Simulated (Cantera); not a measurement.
A Cantera script and what it prints.

```python
import numpy as np
import cantera as ct

gas_names = """
    H HO2 H2 H2O H2O2 O OH O2 O3 Si SiH SiH2 SiH3 SiH4 SiO SiO2 Si2 Si3
""".split()
cond_names = """
    H2O(s) H2O(L) Si(cr) Si(L) SiO2(Lqz) SiO2(hqz) SiO2(L)
""".split()


# ... load() reads the species with a 1 bar reference pressure and builds the phases ...
atoms = {
    'Si': {'Si': 1},
    'H2O': {'H': 2, 'O': 1},
    'H2': {'H': 2},
}
top_T = {}  # K; cautious upper limits of use, not melting points


# ... equilibrate(T, P, feed) seeds the gas with the atoms and calls Mixture.equilibrate('TP', solver="vcs", rtol=1e-11, max_steps=5000) ...
results = []
feed = {'Si': 1, 'H2O': 2.1, 'H2': 300}  # mol
T = 1850  # K
for P in [0.1, 2.5, 63, 1600, 40000, 1000000]:
    mix = equilibrate(T, P, feed)
    results.append((T, P, feed, dict(zip(mix.species_names, mix.species_moles))))

top = {s: max(r[3][s] / sum(r[3][g] for g in gas_names) for r in results) for s in gas_names}
cols = sorted((s for s in top if top[s] > 1e-06), key=lambda s: -top[s])[:5]
seen = [c for c in cond_names if any(r[3].get(c, 0) > 1e-12 for r in results)]
print("log10 of partial pressures in bar; condensed amounts in mol")
print(f"{'P/Pa':>10s}" + "".join(f"{s[:9]:>10s}" for s in cols + seen))
for T, P, feed, n in results:
    ng = sum(n[g] for g in gas_names)
    print(f"{P:10.4g}" + "".join(f"{np.log10(max(n[s] / ng * P / 1e5, 1e-99)):10.3f}" for s in cols)
          + "".join(f"{n.get(c, 0):10.4g}" for c in seen))
```

Result:

```
log10 of partial pressures in bar; condensed amounts in mol
      P/Pa        H2         H       H2O       SiO        OH   SiO2(L)
       0.1    -6.234    -6.386    -8.574    -8.582    -9.857         0
       2.5    -4.652    -5.595    -7.069    -7.106    -9.143         0
        63    -3.213    -4.875    -5.646    -5.687    -8.440         0
      1600    -1.801    -4.169    -4.237    -4.278    -7.737         0
     4e+04    -0.401    -3.469    -2.838    -2.880    -7.038         0
     1e+06     0.999    -2.769    -2.029    -2.219    -6.929    0.8173
```

Method: chemical equilibrium by Gibbs-energy minimisation in Cantera with the NASA 1993 tables (ideal gas, pure condensed phases). The tables hold silica as quartz up to 1696 K and as liquid above; real silica turns to tridymite and cristobalite and melts near 1996 K.
